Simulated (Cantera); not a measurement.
Feed: 1 mol Si2H6, 0.069 mol O3, held at 1400 °C.

Cantera equilibrium calculation (NASA polynomials, part measured and part estimated; ideal gas, pure solids and liquids). Candidate condensed phases: H2O, Si, SiO2; 18 gas species. The feed counts by its element totals alone. Mutual solubility and eutectic melting of coexisting phases are not modelled. The tables hold silica as quartz up to 1696 K and as liquid above; real silica turns to tridymite and cristobalite and melts near 1996 K. Gases not in the tables: Si2H6 and higher silanes. Equilibrium is a limit: real reactors are often held back by kinetics, nucleation or transport.

x: gas mole fraction; n: condensed amount in mol.

```csv
P (Pa),x H2,x SiO,x H,x Si,x SiH,x Si2,n Si(s),n SiO2(β-quartz)
5,0.913,0.0635,0.0154,0.00836,9.54e-5,3.22e-5,1.77,0
21,0.926,0.0642,0.00756,0.00199,4.69e-5,7.66e-6,1.79,0
85,0.931,0.0644,[?],[?],[?],[?],1.79,0
350,0.934,0.0645,0.00186,0.000119,1.15e-5,4.60e-7,1.79,0
1400,0.935,0.0645,0.000930,2.98e-5,5.77e-6,1.15e-7,1.79,0
5900,0.935,0.0645,[?],[?],[?],[?],1.79,0
24000,0.964,0.0360,0.000228,1.74e-6,1.42e-6,6.70e-9,1.84,0.0474
100000,0.991,0.00864,0.000113,4.18e-7,7.03e-7,1.61e-9,1.88,0.0904
```

Some entries are withheld; supply them.


- 85, x H: 0.00377
- 85, x Si: 0.000491
- 85, x SiH: 2.34e-5
- 85, x Si2: 1.89e-6
- 5900, x H: 0.000453
- 5900, x Si: 7.08e-6
- 5900, x SiH: 2.81e-6
- 5900, x Si2: 2.73e-8
